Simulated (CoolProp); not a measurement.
Nitrous oxide at 270.61 K and 4.79 MPa is throttled through a valve to 1.85 MPa with no heat exchange. Each further row changes one setting.

Model: reference Helmholtz-energy equation of state, Lemmon 2006, in CoolProp. It is a short technical equation, of lower accuracy than the large ones.

```csv
case,temperature change (K),final phase,final density (kg/m³)
as stated,-16.5,"two-phase, vapour fraction 0.120",295
outlet pressure 0.555 MPa,-51.3,"two-phase, vapour fraction 0.297",47.9
outlet pressure 2.41 MPa,-7.2,"two-phase, vapour fraction 0.056",537
```
